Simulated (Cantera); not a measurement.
# Adiabatic ignition

An adiabatic, constant-volume homogeneous reactor starts with 1.12 % CH4, 0.0460 % C2H6, 1.68 % C3H8, 20.4 % O2, 76.7 % N2, equivalence ratio 0.53, at 1773 K and 1.01 bar.

Model: GRI-Mech 3.0 (53 species, 325 reactions), integrated in Cantera. GRI-Mech 3.0 was tuned for natural gas; its chemistry of propane as a main component is partial and can be far from experiment.

| t (s) | T (K) | P (bar) | x CH4 | x C2H6 | x C3H8 | x HO2 | x C2H2 |
|---|---|---|---|---|---|---|---|
| 2.00e-6 | 1754 | 1.01 | 0.0111 | 0.000437 | 0.0145 | 0.000182 | 2.79e-6 |
| 7.17e-6 | 1768 | 1.03 | 0.0101 | 0.000681 | 0.00650 | 0.000425 | 0.000197 |
| 2.57e-5 | 2454 | 1.49 | <1e-12 | <1e-12 | <1e-12 | 8.60e-6 | <1e-12 |
| 9.21e-5 | 2679 | 1.60 | <1e-12 | <1e-12 | <1e-12 | 1.03e-5 | <1e-12 |
| 0.000330 | 2772 | 1.65 | <1e-12 | <1e-12 | <1e-12 | 1.38e-5 | <1e-12 |
| 0.00118 | 2761 | 1.64 | <1e-12 | <1e-12 | <1e-12 | 1.31e-5 | <1e-12 |
| 0.00424 | 2752 | 1.63 | <1e-12 | <1e-12 | <1e-12 | 1.25e-5 | <1e-12 |
| 0.0152 | 2751 | 1.63 | <1e-12 | <1e-12 | <1e-12 | 1.25e-5 | <1e-12 |
| 0.0545 | 2751 | 1.63 | <1e-12 | <1e-12 | <1e-12 | 1.25e-5 | <1e-12 |
| 0.195 | 2751 | 1.63 | <1e-12 | <1e-12 | <1e-12 | 1.25e-5 | <1e-12 |
| 0.700 | 2751 | 1.63 | <1e-12 | <1e-12 | <1e-12 | 1.25e-5 | <1e-12 |
x: mole fraction; the columns are a selection and need not sum to one.

```json
{
  "time_of_steepest_temperature_rise": "14.1 µs",
  "temperature at 0.700 s": "2751 K",
  "equilibrium_temperature": "2751 K",
  "x(CH4) at 0.700 s": "<1e-12 (gas-phase equilibrium <1e-12)",
  "x(C2H6) at 0.700 s": "<1e-12 (gas-phase equilibrium <1e-12)",
  "x(C3H8) at 0.700 s": "<1e-12 (gas-phase equilibrium <1e-12)"
}
```
